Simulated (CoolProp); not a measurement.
Vapour-liquid equilibrium of R1234yf (1) + isobutane (2) at 0.0186 MPa; x and y are mole fractions of (1).

Values from CoolProp's multi-fluid Helmholtz-energy mixture model, Lemmon 2022 and Bücker 2006; pair parameters Bell 2016.

**Question.** Give the bubble temperature and the first vapour's composition at x = 0.2, 0.725, 0.875. Is there an azeotrope?

**Answer.** x = 0.2: 212.8 K, y = 0.580; x = 0.725: 210.0 K, y = 0.748; x = 0.875: 210.2 K, y = 0.842. y crosses x between x = 0.725 and 0.8: the model has an azeotrope there.

The pair parameters rest on a limited set of measurements; away from them the model extrapolates.
